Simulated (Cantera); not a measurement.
A closed system holds: 1 mol Si, 1.6 mol H2, held at 1400 K and 26.0 bar.

Equilibrium computed with Cantera from the NASA thermochemical tables; the gas is ideal and each condensed phase is pure. Candidate condensed phases: Si; 9 gas species. Gases not in the tables: Si2H6 and higher silanes. Kinetics and transport are ignored.

Base state: H2 1.000, SiH4 2.34e-5 (mole fractions); condensed: Si(s).

Problem. What changes in the equilibrium state with this change: Si replaced by SiCl4?

Solution. 
```
species      before    after
----------  -------  -------
H2            1.000    0.504
SiCl4             0    0.273
HCl               0    0.115
SiHCl3            0   0.0843
SiCl3             0   0.0156
SiH2Cl2           0  0.00392
SiCl2             0  0.00378
SiH3Cl            0  5.25e-5
SiH4        2.34e-5  2.89e-7
Si(s), mol    1.000        0
```
The tables' values for SiCl3 are old estimates; treat these amounts as uncertain.

Problem. What changes in the equilibrium state with this change: 0.0016 mol Cl2 added?

Solution. 
```json
[
 {"species": "H2", "before": "1.000", "after": "0.998"},
 {"species": "HCl", "before": "0", "after": "0.00189"},
 {"species": "SiH3Cl", "before": "0", "after": "3.50e-5"},
 {"species": "SiH2Cl2", "before": "0", "after": "2.16e-5"},
 {"species": "SiCl2", "before": "0", "after": "1.05e-5"},
 {"species": "SiH4", "before": "2.34e-5", "after": "2.33e-5"},
 {"species": "Si(s), mol", "before": "1.000", "after": "1.000"}
]
```
